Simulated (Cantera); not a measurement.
Charge: 1 mol SiHCl₃, 0.049 mol C₂H₂, a varied amount of H₂, at 1623 K and 728 Torr.

Equilibrium computed with Cantera from the NASA thermochemical tables; the gas is ideal and each condensed phase is pure. Candidate condensed phases: C, C₆H₆, C₇H₈, C₈H₁₈, Si, SiC; 109 gas species. Mutual solubility and eutectic melting of coexisting phases are not modelled. The numbers say what is thermodynamically allowed, not how fast it happens.

**Question.** What share of the Si ends up in condensed phases as a function of n(H₂) (mol), at 4.6, 9.5, 20, 41, 84, 170, 360?

**Answer.** 
```json
[
 {"n(H₂) (mol)": "4.6", "Si condensed (%)": "11.2", "as": "Si(s) + SiC(s)"},
 {"n(H₂) (mol)": "9.5", "Si condensed (%)": "23.1", "as": "Si(s) + SiC(s)"},
 {"n(H₂) (mol)": "20", "Si condensed (%)": "39.7", "as": "Si(s) + SiC(s)"},
 {"n(H₂) (mol)": "41", "Si condensed (%)": "57.4", "as": "Si(s) + SiC(s)"},
 {"n(H₂) (mol)": "84", "Si condensed (%)": "73.0", "as": "Si(s) + SiC(s)"},
 {"n(H₂) (mol)": "170", "Si condensed (%)": "84.3", "as": "Si(s) + SiC(s)"},
 {"n(H₂) (mol)": "360", "Si condensed (%)": "91.5", "as": "Si(s) + SiC(s)"}
]
```
